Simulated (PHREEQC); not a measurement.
Model water analysis in mg/kgw, 20 °C, pH 6.81, pe 0.4: Na 1940; K 483; Ca 854; Mg 27.2; Cl 4500; S(6) as SO4 653; Alkalinity as HCO3 67.6; B 0.427; Li 1.46; N(-3) as NH4 18.1; Si as SiO2 53; Fe(2) 9.45; F 5.7.

Valence states are taken as typed.

Computed with PHREEQC (ion-association model, wateq4f.dat).

Each row changes one thing in this solution. Precipitation was switched off in this run.

```
case                                             Ca+2 (mol/kgw)  SO4-2 (mol/kgw)  CaSO4 (mol/kgw)  Mg+2 (mol/kgw)  HCO3- (mol/kgw)  NaSO4- (mol/kgw)  SI of Siderite (FeCO3)  SI of SiO2(a) (SiO2)
-----------------------------------------------  --------------  ---------------  ---------------  --------------  ---------------  ----------------  ----------------------  --------------------
as made                                                  0.0195          0.00432          0.00169         0.00101         0.000987          0.000556                   -0.13                 -0.28
Fe(2) from 9.45 to 4.72 mg/kgw                           0.0195          0.00433          0.00169         0.00101         0.000989          0.000556                   -0.43                 -0.28
pH from 6.81 to 7.31 at the same alkalinity              0.0195          0.00432          0.00169         0.00101                …          0.000556                   +0.36                 -0.28
all concentrations times 2 at the same typed pH          0.0386                …          0.00374         0.00198          0.00184           0.00156                       …                 +0.04
pH from 6.81 to 7.81 at the same alkalinity              0.0195          0.00432          0.00169         0.00101                …          0.000556                   +0.83                 -0.29
```

**Question.** Complete the blanks.

**Answer.** 
- pH from 6.81 to 7.31 at the same alkalinity, HCO3- (mol/kgw): 0.000968
- all concentrations times 2 at the same typed pH, SO4-2 (mol/kgw): 0.00775
- all concentrations times 2 at the same typed pH, SI of Siderite (FeCO3): +0.31
- pH from 6.81 to 7.81 at the same alkalinity, HCO3- (mol/kgw): 0.000914

Some of these states are supersaturated (in Fluorite, Quartz (slow to form), Siderite, for instance). SiF6-2 is the database's only silicon fluoride. Real BF4- forms and hydrolyses slowly; the run takes it at equilibrium. Fluoro complexes past AlF4- and FeF3 are missing from the database.
